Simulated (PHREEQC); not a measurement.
Make-up at 25 °C: 0.3 mol Ba(NO3)2 per kg of water. Closed to the air; pH follows from the charge balance.

Computed with PHREEQC (ion-association model, wateq4f.dat).

This is a speciation only: nothing precipitates in the calculation.

**Question.** Estimate the activity of water.

**Answer.** activity of water 0.985.

Ionic strength above about 0.7 mol/kgw puts this run outside the model's range.
